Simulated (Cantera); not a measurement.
Feed: 1 mol SiC, 0.044 mol H2O, 17 mol H2, at 1300 K and 10000 Pa.

Cantera equilibrium calculation (NASA polynomials, part measured and part estimated; ideal gas, pure solids and liquids). Candidate condensed phases: C, C6H6, C7H8, C8H18, H2O, Si, SiC, SiO2; 123 gas species. Mutual solubility and eutectic melting of coexisting phases are not modelled. The tables hold silica as quartz up to 1696 K and as liquid above; real silica turns to tridymite and cristobalite and melts near 1996 K. The numbers say what is thermodynamically allowed, not how fast it happens.

Q: What is the equilibrium state?

A: 
| Quantity | Result |
|---|---|
| x(H2) | 0.999 |
| x(CO) | 0.000727 |
| x(CH4) | 0.000202 |
| x(SiO) | 8.17e-6 |
| x(H) | 3.50e-6 |
| x(H2O) | 2.57e-6 |
| n(SiC(s)) | 0.984 mol |
| n(SiO2(β-quartz)) | 0.0157 mol |
| gas amount | 17.05 mol |
| log10 activity of C(graphite) (absent) | -0.59 |
| log10 activity of Si(s) (absent) | -1.94 |
